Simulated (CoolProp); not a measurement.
Vapour-liquid equilibrium of ethylene (1) + n-butane (2) at 0.116 MPa; x and y are mole fractions of (1).

Model: multi-fluid Helmholtz-energy mixture model, Smukala 2000 and Bücker 2006; pair parameters Bell 2016, in CoolProp.

| x | bubble temperature (°C) | y at the bubble point | dew temperature at overall composition x (°C) | liquid density (mol/L) |
|---|---|---|---|---|
| 0.05 | -36.0 | 0.822 | 1.7 | 11.20 |
| 0.125 | ? | 0.956 | -0.5 | 11.99 |
| 0.2 | ? | 0.979 | -2.9 | 12.59 |
| 0.275 | -74.8 | 0.988 | -5.4 | 13.16 |
| 0.35 | -79.3 | 0.992 | -8.1 | 13.73 |
| 0.425 | ? | 0.995 | ? | 14.33 |
| 0.5 | -86.2 | 0.996 | -14.4 | 14.97 |
| 0.575 | -89.3 | 0.998 | -18.1 | 15.64 |
| 0.65 | -92.0 | 0.999 | -22.4 | 16.35 |
| 0.725 | -94.5 | 0.999 | -27.5 | 17.09 |
| 0.8 | ? | 1.000 | -33.8 | 17.88 |
| 0.875 | -98.8 | 1.000 | ? | 18.70 |
| 0.95 | -100.5 | 1.000 | -57.1 | 19.54 |

Problem. Fill in the missing entries.

Solution. 
- 0.125, bubble temperature (°C): -59.1
- 0.2, bubble temperature (°C): -68.9
- 0.425, bubble temperature (°C): -83.0
- 0.425, dew temperature at overall composition x (°C): -11.1
- 0.8, bubble temperature (°C): -96.8
- 0.875, dew temperature at overall composition x (°C): -42.4

No azeotrope shows between x = 0.05 and 0.95.

The pair parameters rest on a limited set of measurements; away from them the model extrapolates. The gap from Raoult's law changes sign with composition, which may be real or a fault of the pair parameters; it wasn't checked against measurements.
